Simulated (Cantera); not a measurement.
A closed system holds: 1 mol KCl, 2 mol HCl, 0.26 mol H₂, at 1.33 mbar.

Cantera equilibrium calculation (NASA polynomials, part measured and part estimated; ideal gas, pure solids and liquids). Candidate condensed phases: K, KCl; 10 gas species. Rates play no part. All values below are at 1177 °C.

Base state: HCl 0.613, KCl 0.306, H₂ 0.0800, Cl 0.000457, K₂Cl₂ 0.000437, H 7.32e-5, K 1.40e-5 (mole fractions); condensed: gas only.

**Question.** What changes in the equilibrium state with this change: HCl from 2 to 0.39 mol?

**Answer.** 
| species | before | after |
|---|---|---|
| KCl | 0.306 | 0.603 |
| HCl | 0.613 | 0.237 |
| H₂ | 0.0800 | 0.158 |
| K | 1.40e-5 | 0.000101 |
| K₂Cl₂ | 0.000437 | 0.00170 |
